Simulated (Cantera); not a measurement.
**FeS + H₂ + N₂ (hydrogen reduction and annealing atmospheres)**

Input: 1 mol FeS, 1200 mol H₂, 15 mol N₂, held at 2050 K and 140000 Pa.

Equilibrium computed with Cantera from the NASA thermochemical tables; the gas is ideal and each condensed phase is pure. Candidate condensed phases: Fe, FeS, FeS₂, S; 16 gas species. Kinetics and transport are ignored.

```yaml
x(H₂): 0.984
x(N₂): 0.0123
x(H): 0.00190
x(H₂S): 0.000720
x(Fe): 0.000450
x(SH): 9.45e-5
x(S): 4.42e-6
x(NH₃): 2.81e-6
x(S₂): 1.43e-6
n(Fe(l)): 0.452 mol
gas_amount: 1217 mol
log10 activity of S(l) (absent): -4.45
```
